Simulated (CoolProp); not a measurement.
A single-stage vapour-compression cycle with the fluid: evaporating at 227.15 K (dew point), condensing at 276.15 K (bubble point), superheat 2 K, subcooling 5 K, compressor efficiency 0.7, no pressure losses. The same conditions are run with several fluids, on thermodynamics alone (safety and materials aside).

Computed with CoolProp (reference Helmholtz-energy equation of state of each fluid (n-butane: Bücker 2006; R124: de Vries 1995; R236FA: Pan 2012; R125: Lemmon 2005; R227EA: Lemmon 2016; ethane: Bücker 2006)).

```csv
fluid,cooling COP,pressure ratio,discharge temperature (K),refrigerating effect (kJ/kg),volumetric capacity (kJ/m³)
n-butane,2.82,___,305.8,328,121
R124,___,9.69,304.7,___,186
R236FA,___,___,295.0,131,106
R125,2.60,___,297.3,113,832
R227EA,2.62,___,284.8,___,204
ethane,2.41,4.04,319.0,294,3350
```

Q: Complete the blanks.

A: 
- n-butane, pressure ratio: 9.63
- R124, cooling COP: 2.77
- R124, refrigerating effect (kJ/kg): 136
- R236FA, cooling COP: 2.72
- R236FA, pressure ratio: 12.1
- R125, pressure ratio: 6.57
- R227EA, pressure ratio: 9.52
- R227EA, refrigerating effect (kJ/kg): 98.2
